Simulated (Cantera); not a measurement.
## SiCl4 + HCl + H2 (silicon epitaxy and polysilicon growth)

Input: 1 mol SiCl4, 0.27 mol HCl, 32 mol H2, equilibrated at 948 K and 52.0 mbar.

Method: chemical equilibrium by Gibbs-energy minimisation in Cantera with the NASA 1993 tables (ideal gas, pure condensed phases). Candidate condensed phases: Si; 19 gas species. The tables' values for SiCl3 are old estimates; treat these amounts as uncertain. The numbers say what is thermodynamically allowed, not how fast it happens.

```
Item                                 Result
--------------------------------  ---------
x(H2)                                 0.955
x(SiCl4)                             0.0231
x(HCl)                               0.0154
x(SiHCl3)                           0.00645
x(SiCl3)                           0.000249
x(SiH2Cl2)                         0.000183
x(SiCl2)                            9.08e-5
x(SiH3Cl)                           1.29e-6
gas amount                        33.28 mol
log10 activity of Si(s) (absent)      -0.62
```
